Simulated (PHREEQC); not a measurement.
Make-up at 25 °C: 2.5 mol Na2CO3, 0.083 mol Na2SO4 and 0.5 mol NaCl per kg of water. Closed to the air; pH follows from the charge balance.

Equilibrium calculation in PHREEQC: Pitzer model, pitzer.dat.

Precipitation was switched off in this run.

**Question.** Predict the pH, osmotic coefficient.

**Answer.** pH 11.93; osmotic coefficient 0.784.

In brines, pH and single-ion activities rest on the MacInnes convention.
